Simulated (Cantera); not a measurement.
An adiabatic, constant-pressure homogeneous reactor starts with CH₄ : O₂ : N₂ = 1 : 1.25 : 5.12 (molar parts), equivalence ratio 1.6, at 1200 K and 1.09 atm. Integrator tolerance rtol = 1e-08.

Model: GRI-Mech 3.0 (53 species, 325 reactions), integrated in Cantera.

### Question
What does this change do: 0.22 parts H2 added?

### Answer
```tsv
quantity	before	after
time of steepest temperature rise	59.2 ms	10.2 ms
temperature at 0.800 s	2446 K	2421 K
equilibrium temperature	2446 K	2421 K
x(CH₄) at 0.800 s	1.99e-12 (gas-phase equilibrium 2.26e-12)	4.17e-12 (gas-phase equilibrium 4.72e-12)
x(O₂) at 0.800 s	5.92e-5 (gas-phase equilibrium 5.92e-5)	3.03e-5 (gas-phase equilibrium 3.03e-5)
x(NO) at 0.800 s	0.000314 (gas-phase equilibrium 0.000314)	0.000211 (gas-phase equilibrium 0.000211)
x(NO₂) at 0.800 s	5.19e-9 (gas-phase equilibrium 5.19e-9)	2.58e-9 (gas-phase equilibrium 2.58e-9)
x(CO₂) at 0.800 s	0.0276 (gas-phase equilibrium 0.0276)	0.0232 (gas-phase equilibrium 0.0232)
x(H₂O₂) at 0.800 s	7.78e-9 (gas-phase equilibrium 7.78e-9)	5.26e-9 (gas-phase equilibrium 5.26e-9)
x(OH) at 0.800 s	0.00192 (gas-phase equilibrium 0.00192)	0.00149 (gas-phase equilibrium 0.00149)
```
